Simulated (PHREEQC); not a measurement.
## Copper plating or etch bath with mixed reagents

Solution A (0.005 mol/kgw Cu(NO3)2 and 0.081 mol/kgw HBF4) is mixed with solution B (1.6 mmol/kgw CsF and 1.4 mmol/kgw Na2CO3) at 25 °C; shares are by mass of water, 1 kg in all. Oxygen alone is held at its pressure in air (log pO2 = -0.68). No CO2 enters from the air. Solids allowed: Cu(OH)2, Malachite, Cu2(OH)3NO3, Nahcolite, Natron, CuF2:2H2O. Others were left out.

The series has 11 steps of share of solution B, from 0 to 1.

Equilibrium calculation in PHREEQC: ion-association model, wateq4f.dat.

Task: Between which two steps does the pH jump most, and from what to what?

Result: Between share of solution B = 0.9 and 1: from 2.42 to 10.59.

Complexes and solids missing from the database can't appear. Real BF4- forms and hydrolyses slowly; the run takes it at equilibrium.
